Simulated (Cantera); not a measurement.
Standard-state values (1 bar) from the NASA 1993 polynomials, evaluated with Cantera. Values are per mole of reaction as written; species without (g) are pure solids or liquids, kept so even where they would boil at 1 bar.

6 SiCl2(g) + 4 NF3(g) = Si3N4 + 3 SiCl4(g) + 12 F(g), with ΔH° = -241.6 kJ and ΔS° = 280.4 J/K at 300 K.

### Question
How far is the shortcut ΔG° ≈ ΔH°(300 K) − T·ΔS°(300 K) from the full temperature-dependent value at 973, 1023, 1073, 1123, 1173, 1223, 1273, 1323, 1373 K?

### Answer
| T (K) | shortcut (kJ) | full (kJ) | difference (kJ) | difference in log10 K |
|---|---|---|---|---|
| 973 | -514.4 | -557.6 | 43.1 | -2.32 |
| 1023 | -528.5 | -576.6 | 48.1 | -2.46 |
| 1073 | -542.5 | -595.8 | 53.3 | -2.60 |
| 1123 | -556.5 | -615.1 | 58.6 | -2.73 |
| 1173 | -570.5 | -634.6 | 64.1 | -2.86 |
| 1223 | -584.5 | -654.3 | 69.8 | -2.98 |
| 1273 | -598.6 | -674.1 | 75.5 | -3.10 |
| 1323 | -612.6 | -694.0 | 81.4 | -3.21 |
| 1373 | -626.6 | -714.1 | 87.5 | -3.33 |
The shortcut ignores the heat-capacity change of the reaction.
